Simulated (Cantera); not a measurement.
An isothermal, constant-pressure homogeneous reactor starts with 43.5 % CH₄, 56.5 % N₂, at 1225 K and 1.00 atm.

Model: GRI-Mech 3.0 (53 species, 325 reactions), integrated in Cantera. GRI-Mech 3.0 stops at C3 and has no aromatics, soot or wall deposition, so with more carbon than oxygen in the feed, carbon stays in small species such as C2H2 where larger ones or solid carbon would form.

Predict: x(CH₄) at 100 s; x(H) at 100 s; x(C₂H₂) at 100 s; x(H₂) at 100 s; x(C₂H₆) at 100 s; x(C₂H₄) at 100 s.


| Property | Result |
|---|---|
| x(CH₄) at 100 s | 0.388 (gas-phase equilibrium 0.273) |
| x(H) at 100 s | 1.80e-8 (gas-phase equilibrium 1.23e-7) |
| x(C₂H₂) at 100 s | 0.0117 (gas-phase equilibrium 0.0184) |
| x(H₂) at 100 s | 0.0458 (gas-phase equilibrium 0.156) |
| x(C₂H₆) at 100 s | 0.000149 (gas-phase equilibrium 0.000427) |
| x(C₂H₄) at 100 s | 0.00526 (gas-phase equilibrium 0.0239) |
